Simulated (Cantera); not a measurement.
A Cantera script and what it prints.

```python
import numpy as np
import cantera as ct

gas_names = """
    H HI HO2 H2 H2O H2O2 I I2 O OH O2 O3
""".split()
cond_names = """
    H2O(s) H2O(L) I2(cr) I2(L)
""".split()


# ... load() reads the species with a 1 bar reference pressure and builds the phases ...
atoms = {
    'HI': {'H': 1, 'I': 1},
    'H2O': {'H': 2, 'O': 1},
}
top_T = {}  # K; cautious upper limits of use, not melting points


# ... equilibrate(T, P, feed) seeds the gas with the atoms and calls Mixture.equilibrate('TP', solver="vcs", rtol=1e-11, max_steps=5000) ...
results = []
feed = {'HI': 1, 'H2O': 3.7}  # mol
T = 2423  # K
P = 4100000  # Pa
mix = equilibrate(T, P, feed)
results.append((T, P, feed, dict(zip(mix.species_names, mix.species_moles))))
x = sorted(zip(gas.X, gas.species_names), reverse=True)
print(f"T = {T:g} K  P = {P:g} Pa  gas = {mix.phase_moles(0):.4g} mol")
print("   x: " + "  ".join(f"{s} {v:.3e}" for v, s in x if v > 1e-05))
print("   condensed (mol): " + ("  ".join(f"{mix.phase(i).name} {mix.phase_moles(i):.4g}"
      for i in range(1, mix.n_phases) if mix.phase_moles(i) > 1e-12) or "none"))
```

It prints:

```
T = 2423 K  P = 4.1e+06 Pa  gas = 5.044 mol
   x: H2O 7.320e-01  I 1.340e-01  H2 7.157e-02  HI 5.600e-02  I2 4.107e-03  OH 1.433e-03  H 7.408e-04  O2 4.179e-05
   condensed (mol): none
```

Method: chemical equilibrium by Gibbs-energy minimisation in Cantera with the NASA 1993 tables (ideal gas, pure condensed phases). The ideal-gas law is rough above about 30 bar.
